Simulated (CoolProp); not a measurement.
A single-stage vapour-compression cycle with the fluid: evaporating at 210.15 K (dew point), condensing at 232.15 K (bubble point), superheat 2 K, subcooling 2 K, compressor efficiency 0.85, no pressure losses. The same conditions are run with several fluids, on thermodynamics alone (safety and materials aside).

Values from CoolProp's reference Helmholtz-energy equation of state of each fluid (propane: Lemmon 2009; ethylene: Smukala 2000; R507A: Lemmon 2003; C2F6 (R116): Lemmon 2006; R134a: Tillner-Roth 1994; ethane: Bücker 2006). Blends and air are pseudo-pure fits.

```tsv
fluid	cooling COP	pressure ratio	discharge temperature (K)	refrigerating effect (kJ/kg)	volumetric capacity (kJ/m³)
propane	7.59	2.93	252.2	…	374
ethylene	7.02	2.08	257.8	361	…
R507A	7.54	3.08	247.7	184	…
C2F6 (R116)	7.19	2.44	236.7	91.0	1640
R134a	7.58	3.72	253.2	216	165
ethane	…	2.24	253.8	402	…
```

Question: Fill in the missing entries.

Answer: 
- propane, refrigerating effect (kJ/kg): 405
- ethylene, volumetric capacity (kJ/m³): 4420
- R507A, volumetric capacity (kJ/m³): 456
- ethane, cooling COP: 7.32
- ethane, volumetric capacity (kJ/m³): 2490
